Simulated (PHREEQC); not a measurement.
A PHREEQC speciation (ion-association model, phreeqc.dat) at 25 °C gives pH 2.05 and these molalities:

```csv
species,mol/kgw
SO4-2,0.0121
H+,0.0105
Cu+2,0.00979
HSO4-,0.00588
CuSO4,0.00521
```

Problem. What are the element totals, and what could have been dissolved in 1 kg of water to give them?

Solution. One answer among several that fit: totals Cu(2) 0.0150, S(6) 0.0232 mol/kgw, from 0.015 mol/kgw CuSO4 and 0.0082 mol/kgw H2SO4.

This is a speciation only: nothing precipitates in the calculation.
